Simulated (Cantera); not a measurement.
Input (Python, Cantera) and output of one run.

```python
import numpy as np
import cantera as ct

gas_names = """
    CL CL2 H HCL H2 N NH NH2 NH3 N2 N2H2 N2H4 Si SiCL SiCL2 SiCL3 SiCL4 SiH SiHCL3 SiH2 SiH2CL2 SiH3
    SiH3CL SiH4 SiN Si2 Si2N Si3
""".split()
cond_names = """
    NH4CL(a) NH4CL(b) Si(cr) Si(L) Si3N4(a)
""".split()


def load(file, names, dense=False):
    # The tables refer to 1 bar. Condensed volumes are neglected.
    table = {s.name: s for s in ct.Species.list_from_file(file)}
    out = []
    for n in names:
        d = dict(table[n].input_data)
        d["thermo"] = dict(d["thermo"], **{"reference-pressure": 1e5})
        if dense:
            d["equation-of-state"] = {"model": "constant-volume", "density": "1e6 g/cm^3"}
        out.append(ct.Species.from_dict(d))
    return out


gas = ct.Solution(thermo="ideal-gas", species=load("nasa_gas.yaml", gas_names))
cond = {s.name: ct.Solution(thermo="fixed-stoichiometry", species=[s], name=s.name)
        for s in load("nasa_condensed.yaml", cond_names, dense=True)}
atoms = {
    'Si2Cl6': {'Si': 2, 'CL': 6},
    'NH3': {'N': 1, 'H': 3},
    'N2': {'N': 2},
}
top_T = {'Si3N4(a)': 2400}  # K; cautious upper limits of use, not melting points


def equilibrate(T, P, feed):
    n = {}
    for name, mol in feed.items():
        for a, k in atoms[name].items():
            n[a] = n.get(a, 0.0) + k * mol
    gas.TPX = T, P, n
    mass = sum(n.values()) * gas.mean_molecular_weight
    gas.equilibrate("TP")
    valid = [c for c in cond.values() if c.min_temp <= T <= top_T.get(c.name, c.max_temp)]
    mix = ct.Mixture([(gas, mass / gas.mean_molecular_weight)] + [(c, 0.0) for c in valid])
    mix.T, mix.P = T, P
    mix.equilibrate("TP", solver="vcs", rtol=1e-11, max_steps=5000)
    return mix


results = []
feed = {'Si2Cl6': 1, 'NH3': 10, 'N2': 1.9}  # mol
P = 1333.22  # Pa
for T in [1623, 1673, 1723, 1773, 1823, 1873, 1923, 1973, 2023, 2073, 2123]:
    mix = equilibrate(T, P, feed)
    results.append((T, P, feed, dict(zip(mix.species_names, mix.species_moles))))

top = {s: max(r[3][s] / sum(r[3][g] for g in gas_names) for r in results) for s in gas_names}
cols = sorted((s for s in top if top[s] > 1e-05), key=lambda s: -top[s])[:9]
seen = [c for c in cond_names if any(r[3].get(c, 0) > 1e-12 for r in results)]
print("log10 of partial pressures in bar; condensed amounts in mol")
print(f"{'T/K':>10s}" + "".join(f"{s[:9]:>10s}" for s in cols + seen))
for T, P, feed, n in results:
    ng = sum(n[g] for g in gas_names)
    print(f"{T:10.4g}" + "".join(f"{np.log10(max(n[s] / ng * P / 1e5, 1e-99)):10.3f}" for s in cols)
          + "".join(f"{n.get(c, 0):10.4g}" for c in seen))
```

Result:

```
log10 of partial pressures in bar; condensed amounts in mol
       T/K        H2        N2       HCL     SiCL2         H        Si      SiCL        CL     SiCL3     Si(L)  Si3N4(a)
      1623    -2.144    -2.463    -2.673    -3.253    -5.232    -7.400    -6.559    -5.865    -4.775         0    0.3165
      1673    -2.139    -2.454    -2.741    -3.152    -5.013    -6.744    -6.127    -5.723    -4.859         0    0.2264
      1723    -2.134    -2.446    -2.815    -3.076    -4.806    -6.127    -5.731    -5.598    -4.967         0    0.1416
      1773    -2.136    -2.433    -2.849    -3.055    -4.614    -5.672    -5.445    -5.441    -5.081    0.3254         0
      1823    -2.138    -2.433    -2.839    -3.064    -4.432    -5.355    -5.246    -5.251    -5.174    0.3505         0
      1873    -2.140    -2.434    -2.830    -3.073    -4.260    -5.055    -5.058    -5.071    -5.264    0.3692         0
      1923    -2.143    -2.435    -2.823    -3.083    -4.097    -4.770    -4.881    -4.901    -5.350    0.3776         0
      1973    -2.146    -2.436    -2.816    -3.094    -3.943    -4.501    -4.714    -4.740    -5.434    0.3697         0
      2023    -2.150    -2.438    -2.812    -3.106    -3.796    -4.245    -4.556    -4.587    -5.516    0.3357         0
      2073    -2.155    -2.441    -2.809    -3.120    -3.658    -4.001    -4.407    -4.443    -5.598    0.2603         0
      2123    -2.163    -2.445    -2.809    -3.136    -3.527    -3.770    -4.267    -4.308    -5.680    0.1196         0
```

Method: chemical equilibrium by Gibbs-energy minimisation in Cantera with the NASA 1993 tables (ideal gas, pure condensed phases). The feed counts by its element totals alone. The tables' values for SiCl, SiCl3, SiN are old estimates; treat these amounts as uncertain. Gases not in the tables: Si2H6 and higher silanes.
